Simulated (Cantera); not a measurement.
Source: NASA polynomial tables (part measured, part estimated), evaluated in Cantera. Values are per mole of reaction as written; species without (g) are pure solids or liquids, kept so even where they would boil at 1 bar.

S + 4 HF(g) ⇌ 2 H2(g) + SF4(g)

```tsv
T (K)	ΔH° (kJ)	ΔS° (J/K)	ΔG° (kJ)	log10 K	condensed phases
300	[?]	[?]	[?]	[?]	S(s)
775	325.7	-171.2	458.4	-30.89	S(l)
825	326.3	-170.5	466.9	-29.56	S(l)
875	[?]	[?]	[?]	[?]	S(l)
925	[?]	[?]	[?]	[?]	S(l)
975	327.7	-168.9	492.4	-26.38	S(l)
1025	[?]	[?]	[?]	[?]	S(l)
```

Task: Complete the blanks.

Result: 
- 300, ΔH° (kJ): 327.0
- 300, ΔS° (J/K): -166.2
- 300, ΔG° (kJ): 376.9
- 300, log10 K: -65.62
- 875, ΔH° (kJ): 326.8
- 875, ΔS° (J/K): -169.9
- 875, ΔG° (kJ): 475.4
- 875, log10 K: -28.38
- 925, ΔH° (kJ): 327.3
- 925, ΔS° (J/K): -169.4
- 925, ΔG° (kJ): 483.9
- 925, log10 K: -27.33
- 1025, ΔH° (kJ): 328.3
- 1025, ΔS° (J/K): -168.3
- 1025, ΔG° (kJ): 500.8
- 1025, log10 K: -25.52
